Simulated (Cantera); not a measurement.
A closed system holds: 1 mol trisilylamine, 0.47 mol NH₃, at 1473.15 K and 5.30 Pa.

Cantera equilibrium calculation (NASA polynomials, part measured and part estimated; ideal gas, pure solids and liquids). Candidate condensed phases: Si, Si₃N₄; 18 gas species. The feed counts by its element totals alone. Kinetics and transport are ignored.

Base state: H₂ 0.875, N₂ 0.124, H 0.00163, Si 0.000104 (mole fractions); condensed: Si(s).

Question: What changes in the equilibrium state with this change: pressure from 5.30 Pa to 13300 Pa?

Answer: 
```tsv
species	before	after
H₂	0.875	1.000
N₂	0.124	0.000208
H	0.00163	3.47e-5
Si	0.000104	4.12e-8
Si(s), mol	3.00	1.90
Si₃N₄(s), mol	0	0.367
```
Mutual solubility and eutectic melting of coexisting phases are not modelled.
